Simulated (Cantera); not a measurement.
Feed: 1 mol SiHCl3, 0.019 mol HCl, 14 mol H2, at 180 Torr.

Points: T (K) = 1000, 1075, 1150, 1225, 1300, 1375, 1450, 1525.

Cantera's Mixture.equilibrate('TP', solver="vcs", rtol=1e-11, max_steps=5000) on the NASA tables stopped like this:

```
ERROR: FAILURE its = 5001!

*******************************************************************************
CanteraError thrown by MultiPhase::equilibrate:
VCS solver failed. Return code: -1
*******************************************************************************
```

What got this run through?

This is not unique; one that fits is The failure is numerical, not chemical. The same input converged with solver="gibbs", rtol=1e-10, max_steps=50000, and the result passed a check of the equilibrium conditions:
```
log10 of partial pressures in bar; condensed amounts in mol
       T/K        H2       HCL     SiCL2     SiCL4    SiHCL3     SiCL3   SiH2CL2         H    Si(cr)
      1000    -0.649    -2.518    -4.158    -2.108    -2.390    -3.825    -3.639    -8.968    0.2166
      1075    -0.652    -2.272    -3.602    -2.142    -2.427    -3.472    -3.645    -8.159    0.2501
      1150    -0.657    -2.068    -3.137    -2.205    -2.486    -3.190    -3.668    -7.456    0.2891
      1225    -0.663    -1.904    -2.758    -2.314    -2.579    -2.985    -3.718    -6.838    0.3245
      1300    -0.671    -1.781    -2.465    -2.493    -2.724    -2.866    -3.806    -6.292    0.3451
      1375    -0.678    -1.699    -2.261    -2.761    -2.935    -2.842    -3.938    -5.804    0.3469
      1450    -0.682    -1.654    -2.136    -3.116    -3.209    -2.907    -4.112    -5.365     0.337
      1525    -0.685    -1.633    -2.067    -3.520    -3.519    -3.030    -4.310    -4.969    0.3244
```

The gas is ideal and each condensed phase is pure. The tables' values for SiCl3 are old estimates; treat these amounts as uncertain.
